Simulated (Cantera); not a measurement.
A closed system holds: 1 mol CuO, 1200 mol H₂, 2.7 mol H₂O, equilibrated at 51000 Pa.

Equilibrium computed with Cantera from the NASA thermochemical tables; the gas is ideal and each condensed phase is pure. Candidate condensed phases: Cu, CuO, Cu(OH)₂, Cu₂O, H₂O; 12 gas species. The numbers say what is thermodynamically allowed, not how fast it happens.

Task: Which condensed phases are stable at each of these points (T (°C)): 1052, 1077, 1102, 1127, 1152, 1177, 1202, 1227?

Result: 
```
T (°C)  condensed phases  Cu condensed (%)
------  ----------------  ----------------
1052               Cu(s)              99.9
1077               Cu(s)              99.9
1102               Cu(l)              99.8
1127               Cu(l)              99.7
1152               Cu(l)              99.5
1177               Cu(l)              99.2
1202               Cu(l)              98.7
1227               Cu(l)              98.1
```

From 1052 °C to 1077 °C the condensed part is Cu(s). From 1102 °C to 1227 °C the condensed part is Cu(l).
